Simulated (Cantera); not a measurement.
Cantera run:

```python
import numpy as np
import cantera as ct

gas_names = """
    H HO2 H2 H2O H2O2 H2S H2SO4 O OH O2 O3 S SH SO SO2 SO3 S2 S2O S8
""".split()
cond_names = """
    H2O(s) H2O(L) H2SO4(L) S(cr1) S(cr2) S(L)
""".split()


def load(file, names, dense=False):
    # The tables refer to 1 bar. Condensed volumes are neglected.
    table = {s.name: s for s in ct.Species.list_from_file(file)}
    out = []
    for n in names:
        d = dict(table[n].input_data)
        d["thermo"] = dict(d["thermo"], **{"reference-pressure": 1e5})
        if dense:
            d["equation-of-state"] = {"model": "constant-volume", "density": "1e6 g/cm^3"}
        out.append(ct.Species.from_dict(d))
    return out


gas = ct.Solution(thermo="ideal-gas", species=load("nasa_gas.yaml", gas_names))
cond = {s.name: ct.Solution(thermo="fixed-stoichiometry", species=[s], name=s.name)
        for s in load("nasa_condensed.yaml", cond_names, dense=True)}
atoms = {
    'SO2': {'S': 1, 'O': 2},
    'H2': {'H': 2},
    'O2': {'O': 2},
}
top_T = {}  # K; cautious upper limits of use, not melting points


def equilibrate(T, P, feed):
    n = {}
    for name, mol in feed.items():
        for a, k in atoms[name].items():
            n[a] = n.get(a, 0.0) + k * mol
    gas.TPX = T, P, n
    mass = sum(n.values()) * gas.mean_molecular_weight
    gas.equilibrate("TP")
    valid = [c for c in cond.values() if c.min_temp <= T <= top_T.get(c.name, c.max_temp)]
    mix = ct.Mixture([(gas, mass / gas.mean_molecular_weight)] + [(c, 0.0) for c in valid])
    mix.T, mix.P = T, P
    mix.equilibrate("TP", solver="vcs", rtol=1e-11, max_steps=5000)
    return mix


results = []
feed = {'SO2': 1, 'H2': 1.4, 'O2': 3.6}  # mol
T = 625  # K
P = 70000  # Pa
mix = equilibrate(T, P, feed)
results.append((T, P, feed, dict(zip(mix.species_names, mix.species_moles))))
print(gas.report(threshold=1e-06))
for i in range(1, mix.n_phases):
    print(f"{mix.phase(i).name:16s} {mix.phase_moles(i):12.5e} mol")
```

It prints:

```
       temperature   625 K
          pressure   70000 Pa
           density   0.55275 kg/m^3
  mean mol. weight   41.034 kg/kmol
   phase of matter   gas

                          1 kg             1 kmol
                     ---------------   ---------------
          enthalpy       -3.8934e+06       -1.5976e+08  J
   internal energy         -4.02e+06       -1.6496e+08  J
           entropy            6328.3        2.5967e+05  J/K
    Gibbs function       -7.8486e+06       -3.2206e+08  J
 heat capacity c_p            1106.8             45418  J/K
 heat capacity c_v             904.2             37103  J/K

                      mass frac. Y      mole frac. X     chem. pot. / RT
                     ---------------   ---------------   ---------------
               H2O           0.10259           0.23368           -71.953
             H2SO4           0.19559          0.081836           -182.78
                O2           0.42182           0.54094           -26.432
               SO2        0.00016573        0.00010616           -97.608
               SO3           0.27983           0.14343           -110.82
     [  +14 minor]        1.1627e-12        2.4197e-12

H2SO4(L)          0.00000e+00 mol
S(L)              0.00000e+00 mol
```

Cantera equilibrium calculation (NASA polynomials, part measured and part estimated; ideal gas, pure solids and liquids).
